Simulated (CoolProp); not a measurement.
Vapour pressure (bar) of octamethyltrisiloxane (MDM): the reference equation beside estimates from Tc = 292.2 °C, pc = 14.38 bar, ω = 0.528.

The numbers come from the reference Helmholtz-energy equation of state, Thol 2017 in CoolProp.

| T (°C) | reference | Lee-Kesler | van der Waals | Redlich-Kwong |
|---|---|---|---|---|
| 89.85 | 0.1357 | 0.1354 | 1.827 | 0.5796 |
| 104.65 | 0.2359 | 0.2345 | 2.264 | 0.8388 |
| 119.45 | 0.3889 | 0.3856 | 2.766 | 1.175 |
| 134.25 | 0.6120 | 0.6063 | 3.336 | 1.598 |
| 148.95 | 0.9229 | 0.9139 | 3.972 | 2.117 |
| 163.75 | 1.348 | 1.335 | 4.686 | 2.749 |
| 178.55 | 1.910 | 1.892 | 5.478 | 3.503 |
| 193.35 | 2.635 | 2.611 | 6.349 | 4.388 |
| 208.15 | 3.552 | 3.523 | 7.302 | 5.414 |
| 222.95 | 4.693 | 4.660 | 8.340 | 6.592 |
| 237.75 | 6.093 | 6.061 | 9.464 | 7.930 |
| 252.55 | 7.794 | 7.772 | 10.68 | 9.437 |
| 267.25 | 9.836 | 9.835 | 11.97 | 11.11 |

Absolute difference from the reference over all 13 rows, mean and median: Lee-Kesler 0.7 and 0.8 %, van der Waals 335.8 and 186.8 %, Redlich-Kwong 114.3 and 83.4 %.
